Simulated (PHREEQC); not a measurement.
# Leach liquor

Make-up at 25 °C: 0.1 mol HCl, 0.0185 mol FeSO4 and 0.065 mol Fe2(SO4)3 per kg of water. It is in equilibrium with CO2 at log p = -3.5 (atm). Otherwise closed; pH follows from the charge balance.

All values are PHREEQC results (ion-association model, phreeqc.dat), not measurements.

The pH is 1.48 and the ionic strength comes out as 0.305 mol/kgw. The activity of water is 0.994. The total alkalinity is -360 meq/kg.

| species | molality | activity | log γ |
|---|---|---|---|
| Cl- | 0.0938 | 0.0642 | -0.165 |
| FeSO4+ | 0.0844 | 0.0600 | -0.148 |
| H+ | 0.0424 | 0.0331 | -0.107 |
| HSO4- | 0.0382 | 0.0280 | -0.135 |
| SO4-2 | 0.0349 | 0.00870 | -0.603 |
| FeHSO4+2 | 0.0184 | 0.00532 | -0.539 |
| Fe(SO4)2- | 0.0156 | 0.0114 | -0.135 |
| Fe+2 | 0.0117 | 0.00337 | -0.540 |
| Fe+3 | 0.00578 | 0.000629 | -0.963 |
| FeSO4 | 0.00486 | 0.00522 | 0.031 |
| FeCl+2 | 0.00476 | 0.00122 | -0.591 |
| FeHSO4+ | 0.00155 | 0.00114 | -0.135 |
| FeCl2+ | 0.000492 | 0.000350 | -0.148 |
| FeOH+2 | 0.000475 | 0.000122 | -0.591 |
| FeCl+ | 0.000408 | 0.000299 | -0.135 |

No solid was allowed to form. The solution is supersaturated, for example in Hematite (slow to form), Goethite (slow to form), so a real one may precipitate; this is no full list.
